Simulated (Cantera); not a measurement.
**Premixed flame**

A freely propagating, adiabatic, planar premixed flame of CH₃OH : O₂ : N₂ = 1 : 2.21 : 8.29 (molar parts), equivalence ratio 0.68, unburnt at 450 K and 10.0 bar; mixture-averaged transport, grid criteria slope 0.08 and curve 0.16, no radiation.

Model: GRI-Mech 3.0 (53 species, 325 reactions), integrated in Cantera. GRI-Mech 3.0 was tuned for natural gas; its chemistry of methanol as a main component is partial and can be far from experiment. Burning velocities carry a grid error of a few per cent, more on coarse grids.

| z (mm) | T (K) | u (m/s) | x CH₃OH | x O₂ | x HO₂ | x CH₄ | x H₂O | x H₂O₂ |
|---|---|---|---|---|---|---|---|---|
| -0.328 | 451 | 0.166 | 0.0869 | 0.192 | 5.85e-8 | <1e-8 | 0.000274 | 6.12e-7 |
| -0.218 | 459 | 0.169 | 0.0866 | 0.191 | 6.01e-7 | 7.09e-8 | 0.00216 | 6.13e-6 |
| -0.164 | 486 | 0.179 | 0.0855 | 0.189 | 2.67e-6 | 2.58e-7 | 0.00730 | 2.46e-5 |
| -0.109 | 609 | 0.227 | 0.0792 | 0.178 | 1.70e-5 | 1.07e-6 | 0.0269 | 0.000114 |
| -0.0546 | 1005 | 0.382 | 0.0525 | 0.143 | 0.000135 | 3.65e-6 | 0.0786 | 0.000400 |
| -0.0273 | 1339 | 0.517 | 0.0248 | 0.112 | 0.000549 | 5.90e-6 | 0.118 | 0.000429 |
| 0 | 1687 | 0.657 | 0.00133 | 0.0799 | 0.000493 | 5.25e-6 | 0.153 | 2.53e-5 |
| 0.0273 | 1840 | 0.712 | 4.62e-7 | 0.0661 | 4.46e-5 | 1.95e-7 | 0.162 | 1.48e-6 |
| 0.0546 | 1903 | 0.733 | <1e-8 | 0.0618 | 2.08e-5 | <1e-8 | 0.164 | 9.62e-7 |
| 0.109 | 1944 | 0.747 | <1e-8 | 0.0597 | 7.42e-6 | <1e-8 | 0.166 | 5.08e-7 |
| 0.218 | 1960 | 0.752 | <1e-8 | 0.0590 | 2.93e-6 | <1e-8 | 0.167 | 2.68e-7 |
| 0.437 | 1964 | 0.753 | <1e-8 | 0.0589 | 2.20e-6 | <1e-8 | 0.167 | 2.13e-7 |
| 0.873 | 1964 | 0.754 | <1e-8 | 0.0589 | 2.16e-6 | <1e-8 | 0.167 | 2.10e-7 |
x: mole fraction of selected species; z is measured from the peak of heat release.

```
Property                      Value
------------------------  ---------
laminar burning velocity  16.5 cm/s
thermal thickness          0.109 mm
peak x(HO₂)                0.000821
peak x(CH₄)                 6.91e-6
peak x(H₂O₂)               0.000476
grid points                     138
```
